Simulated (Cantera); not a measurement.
An adiabatic, constant-volume homogeneous reactor starts with 2.93 % C2H4, 20.0 % O2, 75.0 % N2, 2.08 % CO2, equivalence ratio 0.44, at 1675 K and 2.20 bar.

Model: GRI-Mech 3.0 (53 species, 325 reactions), integrated in Cantera. GRI-Mech 3.0 was tuned for natural gas; its chemistry of ethylene as a main component is partial and can be far from experiment.

**Question.** Predict: time of steepest temperature rise; temperature at 0.700 s; equilibrium temperature; x(O2) at 0.700 s; x(CO2) at 0.700 s; x(CO) at 0.700 s; x(H2) at 0.700 s.

**Answer.** 
```json
{
  "time_of_steepest_temperature_rise": "11.0 µs",
  "temperature at 0.700 s": "2670 K",
  "equilibrium_temperature": "2670 K",
  "x(O2) at 0.700 s": "0.101 (gas-phase equilibrium 0.101)",
  "x(CO2) at 0.700 s": "0.0686 (gas-phase equilibrium 0.0686)",
  "x(CO) at 0.700 s": "0.00987 (gas-phase equilibrium 0.00987)",
  "x(H2) at 0.700 s": "0.00111 (gas-phase equilibrium 0.00111)"
}
```
